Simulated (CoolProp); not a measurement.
n-butane along the isobar 3.32 bar: Z from the reference equation and from simpler models built on Tc = 425.1 K, pc = 37.96 bar, ω = 0.201; each cubic takes its own stable root.

Model: reference Helmholtz-energy equation of state, Bücker 2006, in CoolProp.

```csv
T (K),phase,reference
178.2,liquid,0.01875
197.7,liquid,0.01736
217.2,liquid,0.01625
236.8,liquid,0.01535
256.3,liquid,0.01463
275.8,liquid,0.01407
295.4,liquid,0.01364
314.9,gas,0.9130
334.4,gas,0.9302
353.9,gas,0.9430
373.5,gas,0.9529
393,gas,0.9605
412.5,gas,0.9667
432,gas,0.9716
```

How far does each simpler model (van der Waals, Redlich-Kwong, Soave-Redlich-Kwong, Peng-Robinson) lie from the reference over these 14 states: mean and median of the absolute difference, and the worst?


- van der Waals: mean 1399.3 %, median 32.4 %, worst +6757.8 % at 295.4 K and 3.32 bar
- Redlich-Kwong: mean 5.0 %, median 5.2 %, worst +10.9 % at 295.4 K and 3.32 bar
- Soave-Redlich-Kwong: mean 3.9 %, median 4.0 %, worst +8.4 % at 178.2 K and 3.32 bar
- Peng-Robinson: mean 2.5 %, median 1.9 %, worst -5.1 % at 256.3 K and 3.32 bar

At some of these states van der Waals gives the other phase, because its saturation line lies elsewhere.
